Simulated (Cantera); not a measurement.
Input: 1 mol C2H6, 0.99 mol NH3, 2.1 mol N2, 0.68 mol H2O, at 2575 K and 1 atm.

These are equilibrium values from Cantera (NASA tables, ideal gas, pure condensed phases), not measurements of a reactor. Candidate condensed phases: C, C6H6, C7H8, C8H18, H2O; 136 gas species. Rates play no part.

Base state: H2 0.563, N2 0.284, CO 0.0795, HCN 0.0340, H 0.0258, C2H2 (acetylene) 0.00828, HNC 0.00433, CN 9.99e-5 (mole fractions); condensed: C(graphite).

What changes in the equilibrium state with this change: pressure from 1 atm to 0.00170 bar?


```csv
species,before,after
H,0.0258,0.423
H2,0.563,0.254
N2,0.284,0.229
HCN,0.0340,0.0205
CO,0.0795,0.0633
CH4,4.29e-5,1.46e-8
C3,1.52e-6,0.000907
"C(graphite), mol",0.846,0.921
```
